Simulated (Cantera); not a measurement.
# Equilibrium for silicon carbide growth: CH3SiCl3 + C2H4 + H2

Feed: 1 mol CH3SiCl3, 1.1 mol C2H4, 1.6 mol H2, equilibrated at 0.100 bar.

Method: chemical equilibrium by Gibbs-energy minimisation in Cantera with the NASA 1993 tables (ideal gas, pure condensed phases). Candidate condensed phases: C, C6H6, C7H8, C8H18, Si, SiC; 109 gas species. The feed counts by its element totals alone. The tables' values for SiCl3, SiCl are old estimates; treat these amounts as uncertain. Rates play no part.

```tsv
T (°C)	x H2	x HCl	x SiCl2	x H	x SiCl3	x Cl	n C(graphite)	n SiC(s)
1277	0.578	0.408	0.00844	7.57e-5	0.00261	4.27e-5	2.29	0.907
1327	0.577	0.408	0.0104	0.000131	0.00242	7.30e-5	2.30	0.901
1377	0.578	0.406	0.0126	0.000218	0.00221	0.000120	2.31	0.892
1427	0.579	0.403	0.0149	0.000354	0.00201	0.000192	2.32	0.880
1477	0.580	0.399	0.0174	0.000560	0.00183	0.000297	2.33	0.866
1527	0.582	0.395	0.0200	0.000864	0.00165	0.000449	2.35	0.851
1577	0.584	0.390	0.0226	0.00130	0.00149	0.000661	2.36	0.834
1627	0.585	0.385	0.0254	0.00192	0.00134	0.000952	2.38	0.817
1677	0.587	0.379	0.0282	0.00278	0.00121	0.00134	2.40	0.799
1727	0.589	0.373	0.0310	0.00395	0.00109	0.00186	2.41	0.780
1777	0.590	0.366	0.0338	0.00551	0.000985	0.00253	2.43	0.761
```
x: gas mole fraction; n: condensed amount in mol.

From 1277 °C to 1777 °C the condensed part is C(graphite) + SiC(s). The main Si-bearing gas is SiCl2 throughout. The share of Si in condensed phases is highest at 1277 °C (90.7 %) and lowest at 1777 °C (76.1 %).
